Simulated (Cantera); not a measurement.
## Pyrogenic steam for wet oxidation

An isothermal, constant-pressure homogeneous reactor starts with H2 : O2 : N2 : H2O = 1.3 : 1 : 18 : 0.077 (molar parts), at 1325 K and 120 Torr.

Model: the H2/O2 subset of GRI-Mech 3.0, which has no nitrogen chemistry, integrated in Cantera. The temperature is held fixed by assumption; the heat of reaction is taken as removed at once.

| t (s) | x H2 | x O2 | x OH | x H2O2 | x HO2 |
|---|---|---|---|---|---|
| 4.00e-6 | 0.0638 | 0.0491 | 4.38e-11 | <1e-12 | 1.17e-9 |
| 1.45e-5 | 0.0638 | 0.0491 | 3.74e-10 | 5.08e-12 | 4.25e-9 |
| 5.23e-5 | 0.0638 | 0.0491 | 3.46e-9 | 6.29e-11 | 1.55e-8 |
| 0.000189 | 0.0638 | 0.0491 | 2.99e-7 | 7.90e-10 | 8.18e-8 |
| 0.000684 | 0.00857 | 0.0239 | 0.00246 | 2.23e-7 | 1.81e-6 |
| 0.00247 | 0.00585 | 0.0211 | 0.00197 | 2.54e-7 | 1.70e-6 |
| 0.00894 | 0.00201 | 0.0184 | 0.00107 | 2.41e-7 | 1.45e-6 |
| 0.0323 | 0.000206 | 0.0177 | 0.000331 | 8.39e-8 | 6.99e-7 |
| 0.117 | 1.58e-5 | 0.0177 | 9.25e-5 | 1.36e-8 | 1.01e-7 |
| 0.423 | 2.17e-6 | 0.0177 | 3.48e-5 | 2.51e-9 | 1.60e-8 |
| 1.53 | 4.76e-7 | 0.0177 | 1.64e-5 | 6.23e-10 | 5.06e-9 |
| 5.53 | 1.96e-7 | 0.0177 | 1.05e-5 | 2.70e-10 | 3.93e-9 |
| 20.0 | 1.77e-7 | 0.0177 | 9.96e-6 | 2.46e-10 | 3.91e-9 |
x: mole fraction; the columns are a selection and need not sum to one.

Equilibrium at this temperature and pressure: H2 1.77e-7, O2 0.0177, OH 9.96e-6, H2O2 2.46e-10, HO2 3.91e-9 (gas phase only).
